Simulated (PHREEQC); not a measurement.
Consider water at 55 °C and 10 atm with 0.19 mol Pb(NO3)2 and 0.0019 mol Na2SO4 per kg of water. Closed to the air; pH follows from the charge balance.

Equilibrium calculation in PHREEQC: ion-association model, phreeqc.dat.

The ionic strength comes out as 0.384 mol/kgw. What activity coefficients do NO3-, HSO4-, Na+, H+, Pb+2 get?

NO3- 0.62, HSO4- 0.72, Na+ 0.71, H+ 0.76, Pb+2 0.26.

Precipitation was switched off in this run. Saturation is exceeded, for instance for Anglesite; the values hold only as long as no solid forms. Complexes and solids missing from the database can't appear. At this temperature some constants are extrapolated from 25 °C, and those without enthalpy data are left unchanged.
